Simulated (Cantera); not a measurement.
A closed system holds: 1 mol (CH₃)₂SiCl₂, 0.28 mol C₂H₂, 12 mol H₂, equilibrated at 2300 K and 1.80 Torr.

Cantera equilibrium calculation (NASA polynomials, part measured and part estimated; ideal gas, pure solids and liquids). Candidate condensed phases: C, C₆H₆, C₇H₈, C₈H₁₈, Si, SiC; 109 gas species. The feed counts by its element totals alone. The tables' values for SiCl are old estimates; treat these amounts as uncertain. Gases not in the tables: Si₂H₆ and higher silanes. The numbers say what is thermodynamically allowed, not how fast it happens.

Base state: H₂ 0.682, H 0.163, HCl 0.0858, Si 0.0389, Cl 0.0148, SiC₂ 0.00537, C₂H₂ (acetylene) 0.00295, Si₂C 0.00221 (mole fractions); condensed: C(graphite).

Task: What changes in the equilibrium state with this change: (CH₃)₂SiCl₂ replaced by SiH₂Cl₂?

Result: 
| species | before | after |
|---|---|---|
| H₂ | 0.682 | 0.666 |
| H | 0.163 | 0.161 |
| HCl | 0.0858 | 0.0959 |
| Si | 0.0389 | 0.0431 |
| Cl | 0.0148 | 0.0167 |
| SiCl₂ | 0.00190 | 0.00269 |
| SiCl | 0.00167 | 0.00209 |
| C(graphite), mol | 2.20 | 0.219 |

Task: What changes in the equilibrium state with this change: (CH₃)₂SiCl₂ replaced by Si(CH₃)₄?

Result: 
| species | before | after |
|---|---|---|
| H₂ | 0.682 | 0.777 |
| H | 0.163 | 0.174 |
| Si | 0.0389 | 0.0374 |
| HCl | 0.0858 | 0 |
| Cl | 0.0148 | 0 |
| SiCl₂ | 0.00190 | 0 |
| SiCl | 0.00167 | 0 |
| C(graphite), mol | 2.20 | 4.16 |

Task: What changes in the equilibrium state with this change: H₂ from 12 to 140 mol?

Result: 
| species | before | after |
|---|---|---|
| H₂ | 0.682 | 0.801 |
| H | 0.163 | 0.177 |
| HCl | 0.0858 | 0.0108 |
| Si | 0.0389 | 0.00533 |
| Cl | 0.0148 | 0.00172 |
| SiCl₂ | 0.00190 | 3.50e-6 |
| SiCl | 0.00167 | 2.65e-5 |
| Si₂ | 7.53e-5 | 1.41e-6 |
| Si₂C | 0.00221 | 4.14e-5 |
| C(graphite), mol | 2.20 | 1.19 |
